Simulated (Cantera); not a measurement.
Input: 1 mol BCl3, 10 mol N2.

Method: chemical equilibrium by Gibbs-energy minimisation in Cantera with the NASA 1993 tables (ideal gas, pure condensed phases). Candidate condensed phases: B, BN; 10 gas species. N2 is the only nitrogen source here; it is nearly inert below about 1500 K, so the nitride shown seldom forms there in practice. The tables' values for BCl2 are old estimates. Rates play no part.

Task: What condenses at these points (T in °C, P in Pa): (1152, 4600); (1452, 28); (1227, 36000); (1602, 600)?

Result: 
```tsv
T (°C)	P in Pa	condensed phases	B condensed (%)
1152	4600	BN	0.1
1452	28	gas only	0.0
1227	36000	BN	0.0
1602	600	gas only	0.0
```
